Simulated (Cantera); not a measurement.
Feed: 1 mol Si, 6.5 mol NF3, 5.4 mol H2, at 1423.15 K and 0.825 Torr.

These are equilibrium values from Cantera (NASA tables, ideal gas, pure condensed phases), not measurements of a reactor. Candidate condensed phases: Si, Si3N4; 37 gas species. Rates play no part.

Base state: HF 0.547, F 0.238, N2 0.165, SiF4 0.0506, F2 1.73e-5 (mole fractions); condensed: gas only.

**Question.** What changes in the equilibrium state with this change: NF3 from 6.5 to 2.2 mol?

**Answer.** 
```
species  before     after
-------  ------  --------
H2        <1e-9     0.465
HF        0.547     0.296
N2        0.165     0.125
F         0.238   1.33e-9
SiF4     0.0506     0.113
SiF3      <1e-9  0.000858
H         <1e-9  0.000137
SiHF3     <1e-9   4.85e-5
```
The tables' values for SiF3 are old estimates; treat these amounts as uncertain.
